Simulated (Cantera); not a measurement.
An adiabatic, constant-volume homogeneous reactor starts with CH4 : O2 : N2 = 1 : 2 : 13.2 (molar parts), at 1475 K and 11.0 bar. Integrator tolerance rtol = 1e-08.

Cantera simulation using GRI-Mech 3.0 (53 species, 325 reactions); the numbers are that mechanism's predictions, not measurements.

What does this change do: initial temperature 1475 to 1650 K?


```json
[
 {"quantity": "time of steepest temperature rise", "before": "0.356 ms", "after": "70.8 µs"},
 {"quantity": "temperature at 1.00 s", "before": "2793 K", "after": "2882 K"},
 {"quantity": "equilibrium temperature", "before": "2793 K", "after": "2882 K"},
 {"quantity": "x(CH4) at 1.00 s", "before": "<1e-12 (gas-phase equilibrium <1e-12)", "after": "<1e-12 (gas-phase equilibrium <1e-12)"},
 {"quantity": "x(O2) at 1.00 s", "before": "0.00665 (gas-phase equilibrium 0.00665)", "after": "0.00808 (gas-phase equilibrium 0.00808)"},
 {"quantity": "x(NO2) at 1.00 s", "before": "3.62e-6 (gas-phase equilibrium 3.62e-6)", "after": "4.45e-6 (gas-phase equilibrium 4.45e-6)"},
 {"quantity": "x(CH2O) at 1.00 s", "before": "9.24e-10 (gas-phase equilibrium 9.24e-10)", "after": "1.35e-9 (gas-phase equilibrium 1.35e-9)"},
 {"quantity": "x(C2H6) at 1.00 s", "before": "<1e-12 (gas-phase equilibrium <1e-12)", "after": "<1e-12 (gas-phase equilibrium <1e-12)"},
 {"quantity": "x(CO2) at 1.00 s", "before": "0.0436 (gas-phase equilibrium 0.0436)", "after": "0.0394 (gas-phase equilibrium 0.0394)"}
]
```

What does this change do: initial temperature 1475 to 1573 K?


| quantity | before | after |
|---|---|---|
| time of steepest temperature rise | 0.356 ms | 0.140 ms |
| temperature at 1.00 s | 2793 K | 2843 K |
| equilibrium temperature | 2793 K | 2843 K |
| x(CH4) at 1.00 s | <1e-12 (gas-phase equilibrium <1e-12) | <1e-12 (gas-phase equilibrium <1e-12) |
| x(O2) at 1.00 s | 0.00665 (gas-phase equilibrium 0.00665) | 0.00745 (gas-phase equilibrium 0.00745) |
| x(NO2) at 1.00 s | 3.62e-6 (gas-phase equilibrium 3.62e-6) | 4.08e-6 (gas-phase equilibrium 4.08e-6) |
| x(CH2O) at 1.00 s | 9.24e-10 (gas-phase equilibrium 9.24e-10) | 1.15e-9 (gas-phase equilibrium 1.15e-9) |
| x(C2H6) at 1.00 s | <1e-12 (gas-phase equilibrium <1e-12) | <1e-12 (gas-phase equilibrium <1e-12) |
| x(CO2) at 1.00 s | 0.0436 (gas-phase equilibrium 0.0436) | 0.0413 (gas-phase equilibrium 0.0413) |
